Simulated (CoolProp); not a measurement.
A simple Rankine cycle with water: condensing at 329.15 K, boiler at 14.5 MPa, turbine inlet 614.4 K, turbine efficiency 0.6, pump efficiency 0.6, no recuperator. Each further row changes one setting.

The numbers come from the reference Helmholtz-energy equation of state, Wagner 2002 in CoolProp.

```json
[
 {"case": "as stated", "thermal efficiency (%)": "21.6", "net work (kJ/kg)": "515", "heat in (kJ/kg)": "2390", "turbine exit temperature (K)": "329.1", "volume ratio over the turbine": "646"},
 {"case": "turbine inlet 634.4 K", "thermal efficiency (%)": "22.0", "net work (kJ/kg)": "559", "heat in (kJ/kg)": "2540", "turbine exit temperature (K)": "329.1", "volume ratio over the turbine": "567"},
 {"case": "condensing temperature 321.15 K", "thermal efficiency (%)": "22.2", "net work (kJ/kg)": "…", "heat in (kJ/kg)": "2420", "turbine exit temperature (K)": "321.1", "volume ratio over the turbine": "932"},
 {"case": "boiler pressure 10.1 MPa", "thermal efficiency (%)": "21.5", "net work (kJ/kg)": "566", "heat in (kJ/kg)": "…", "turbine exit temperature (K)": "329.1", "volume ratio over the turbine": "…"},
 {"case": "turbine efficiency 0.5", "thermal efficiency (%)": "…", "net work (kJ/kg)": "…", "heat in (kJ/kg)": "2390", "turbine exit temperature (K)": "329.1", "volume ratio over the turbine": "…"}
]
```

Problem. Some entries are withheld; supply them.

Solution. 
- condensing temperature 321.15 K, net work (kJ/kg): 537
- boiler pressure 10.1 MPa, heat in (kJ/kg): 2630
- boiler pressure 10.1 MPa, volume ratio over the turbine: 375
- turbine efficiency 0.5, thermal efficiency (%): 17.8
- turbine efficiency 0.5, net work (kJ/kg): 425
- turbine efficiency 0.5, volume ratio over the turbine: 677

The expansion ends wet for: as stated; turbine inlet 634.4 K; condensing temperature 321.15 K; boiler pressure 10.1 MPa; turbine efficiency 0.5.
